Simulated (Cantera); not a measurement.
Feed: 1 mol C3H6, 1.8 mol H2, 4.3 mol H2O, held at 2727 °C and 1.00 bar.

Cantera equilibrium calculation (NASA polynomials, part measured and part estimated; ideal gas, pure solids and liquids). Equilibrium is a limit: real reactors are often held back by kinetics, nucleation or transport.

```
species    before     after
-------  --------  --------
H2          0.554     0.462
H2O        0.0886     0.301
H           0.118     0.107
CO          0.227    0.0940
OH        0.00624    0.0232
O2        5.13e-5  0.000852
O        0.000811   0.00330
CO2       0.00491   0.00827
```
Gas species are given as mole fractions.

Problem. What was changed between the two runs?
A) C3H6 replaced by CH4
B) temperature from 2727 °C to 927 °C
C) H2O from 4.3 to 3.2 mol
D) pressure from 1.00 bar to 0.00133 bar

Solution. A, C3H6 replaced by CH4
